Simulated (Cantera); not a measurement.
# Equilibrium for abatement and gas-phase synthesis: HBr + O2

Feed: 1 mol HBr, 0.27 mol O2, at 10000 Pa.

Cantera equilibrium calculation (NASA polynomials, part measured and part estimated; ideal gas, pure solids and liquids). Candidate condensed phases: Br2, H2O; 12 gas species. Equilibrium is a limit: real reactors are often held back by kinetics, nucleation or transport.

```
T (K)   x Br  x H2O  x HBr    x Br2    x O2      x OH      x H2       x O
-----  -----  -----  -----  -------  ------  --------  --------  --------
1450   0.296  0.317  0.162    0.169  0.0563  0.000114   4.00e-6   1.51e-6
1525   0.363  0.295  0.170    0.114  0.0576  0.000214   1.02e-5   4.30e-6
1600   0.418  0.281  0.171   0.0720  0.0574  0.000381   2.46e-5   1.10e-5
1675   0.458  0.273  0.168   0.0441  0.0562  0.000647   5.61e-5   2.56e-5
1750   0.486  0.269  0.163   0.0268  0.0546   0.00105  0.000121   5.53e-5
1825   0.505  0.268  0.157   0.0164  0.0527   0.00165  0.000250  0.000112
1900   0.518  0.267  0.150   0.0102  0.0509   0.00249  0.000488  0.000213
1975   0.528  0.268  0.144  0.00654  0.0490   0.00366  0.000911  0.000386
2050   0.535  0.268  0.138  0.00429  0.0473   0.00521   0.00162  0.000669
2125   0.541  0.267  0.132  0.00288  0.0457   0.00722   0.00277   0.00112
2200   0.546  0.265  0.126  0.00198  0.0442   0.00976   0.00455   0.00180
2275   0.549  0.261  0.120  0.00139  0.0429    0.0129   0.00716   0.00281
```
x: gas mole fraction; nothing condenses.

From 1450 K to 2275 K nothing is condensed.
